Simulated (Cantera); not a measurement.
Charge: 1 mol Fe3O4, 170 mol H2, 0.13 mol H2O, equilibrated at 1100 Pa.

These are equilibrium values from Cantera (NASA tables, ideal gas, pure condensed phases), not measurements of a reactor. Candidate condensed phases: Fe, FeO, Fe(OH)2, Fe(OH)3, Fe2O3, Fe3O4, H2O; 12 gas species. The numbers say what is thermodynamically allowed, not how fast it happens.

Question: Which condensed phases are stable at each of these points (T (°C)): 375, 450, 525, 600, 675, 750, 825, 900, 975?

Answer: 
| T (°C) | condensed phases | Fe condensed (%) |
|---|---|---|
| 375 | Fe(α) | 100.0 |
| 450 | Fe(α) | 100.0 |
| 525 | Fe(α) | 100.0 |
| 600 | Fe(α) | 100.0 |
| 675 | Fe(α) | 100.0 |
| 750 | Fe(α) | 100.0 |
| 825 | Fe(α) | 100.0 |
| 900 | Fe(α) | 100.0 |
| 975 | Fe(γ) | 100.0 |

From 375 °C to 900 °C the condensed part is Fe(α). At 975 °C the condensed part is Fe(γ).
